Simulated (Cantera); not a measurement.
Cantera with NASA thermochemical tables; ideal gases at 1 bar, condensed phases pure. Values are per mole of reaction as written; species without (g) are pure solids or liquids, kept so even where they would boil at 1 bar.

Task: Between 300 and 1875 K, where is each reaction favourable under standard conditions?
- NF₃(g) = 3 F(g) + N(g)
- N₂(g) = 2 N(g)
- 2 NF₃(g) = 3 F₂(g) + N₂(g)

Result: 
- NF₃(g) = 3 F(g) + N(g): ΔG° is 732 kJ at 300 K and 121 kJ at 1875 K; it stays positive (K < 1). ΔH° is 853 kJ and ΔS° 391 J/K at 1875 K.
- N₂(g) = 2 N(g): ΔG° is 911 kJ at 300 K and 709 kJ at 1875 K; it stays positive (K < 1). ΔH° is 959 kJ and ΔS° 133 J/K at 1875 K.
- 2 NF₃(g) = 3 F₂(g) + N₂(g): ΔG° is 180 kJ at 300 K and -249 kJ at 1875 K; it changes sign between 875 and 1075 K. ΔH° is 243 kJ and ΔS° 262 J/K at 1875 K.
